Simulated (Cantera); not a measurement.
**Premixed flame**

A freely propagating, adiabatic, planar premixed flame of 21.5 % H₂, 18.2 % O₂, 60.3 % N₂, equivalence ratio 0.59, unburnt at 425 K and 1.00 atm; mixture-averaged transport, grid criteria slope 0.08 and curve 0.16, no radiation.

Model: the H2/O2 subset of GRI-Mech 3.0, which has no nitrogen chemistry, integrated in Cantera. Burning velocities carry a grid error of a few per cent, more on coarse grids. Lean hydrogen flames are cellular in practice and burn faster than this planar one.

| z (mm) | T (K) | u (m/s) | x H₂ | x O₂ | x HO₂ | x H | x O | x H₂O |
|---|---|---|---|---|---|---|---|---|
| -1.06 | 425 | 2.17 | 0.215 | 0.182 | <1e-8 | <1e-8 | <1e-8 | <1e-8 |
| -0.710 | 425 | 2.17 | 0.215 | 0.182 | <1e-8 | <1e-8 | <1e-8 | 1.91e-7 |
| -0.532 | 425 | 2.17 | 0.214 | 0.183 | 1.69e-7 | <1e-8 | <1e-8 | 3.38e-6 |
| -0.355 | 427 | 2.17 | 0.211 | 0.183 | 3.19e-6 | <1e-8 | 5.66e-8 | 5.15e-5 |
| -0.177 | 490 | 2.43 | 0.184 | 0.187 | 0.000293 | 2.87e-5 | 6.98e-6 | 0.00441 |
| -0.0887 | 781 | 3.74 | 0.138 | 0.179 | 0.000288 | 0.00210 | 0.000299 | 0.0373 |
| 0 | 1161 | 5.45 | 0.0766 | 0.148 | 0.000138 | 0.0102 | 0.00332 | 0.106 |
| 0.0887 | 1429 | 6.67 | 0.0321 | 0.111 | 8.03e-5 | 0.0156 | 0.00819 | 0.169 |
| 0.177 | 1579 | 7.35 | 0.0160 | 0.0939 | 5.54e-5 | 0.0141 | 0.00990 | 0.195 |
| 0.355 | 1730 | 8.01 | 0.00955 | 0.0871 | 3.59e-5 | 0.00861 | 0.00834 | 0.210 |
| 0.710 | 1853 | 8.53 | 0.00604 | 0.0852 | 2.09e-5 | 0.00379 | 0.00518 | 0.220 |
| 1.42 | 1937 | 8.87 | 0.00302 | 0.0849 | 1.04e-5 | 0.00121 | 0.00253 | 0.227 |
| 2.84 | 1982 | 9.05 | 0.00121 | 0.0853 | 4.77e-6 | 0.000294 | 0.00101 | 0.232 |
x: mole fraction of selected species; z is measured from the peak of heat release.

- laminar burning velocity = 217 cm/s
- thermal thickness = 0.355 mm
- peak x(HO₂) = 0.000415
- peak x(H) = 0.0156
- peak x(O) = 0.00991
- grid points = 111
